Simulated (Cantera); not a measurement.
Mixture: CH4 : CO : O2 : N2 = 1 : 0.14 : 1.22 : 13 (molar parts), equivalence ratio 1.7, at 10.0 bar, adiabatic and at constant pressure. Ignition delay is the time to a rise of 400 K.

Model: GRI-Mech 3.0 (53 species, 325 reactions), integrated in Cantera.

### Question
Predict: delay at 1100 K; delay at 1175 K; delay at 1250 K; delay at 1325 K; delay at 1400 K; delay at 1475 K; apparent activation energy between 1325 and 1475 K.

### Answer
```json
{
  "delay at 1100 K": "83.8 ms",
  "delay at 1175 K": "30.3 ms",
  "delay at 1250 K": "12.0 ms",
  "delay at 1325 K": "5.01 ms",
  "delay at 1400 K": "2.18 ms",
  "delay at 1475 K": "0.968 ms",
  "apparent activation energy between 1325 and 1475 K": "180 kJ/mol"
}
```
